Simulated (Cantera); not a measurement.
A closed system holds: 1 mol Si, 0.0091 mol O2, 50 mol N2, equilibrated at 1750 °C and 1.00 Torr.

Equilibrium computed with Cantera from the NASA thermochemical tables; the gas is ideal and each condensed phase is pure. Candidate condensed phases: Si, SiO2, Si2N2O, Si3N4; 16 gas species. The tables' values for SiN are old estimates; treat these amounts as uncertain. Kinetics and transport are ignored.

**Question.** What is the equilibrium state?

**Answer.** 
| Quantity | Result |
|---|---|
| x(N2) | 0.981 |
| x(Si) | 0.0187 |
| x(SiO) | 0.000357 |
| x(SiN) | 0.000167 |
| x(Si2N) | 9.37e-5 |
| x(Si2) | 8.96e-5 |
| x(Si3) | 8.31e-6 |
| gas amount | 50.98 mol |
| log10 activity of Si(l) (absent) | -0.36 |
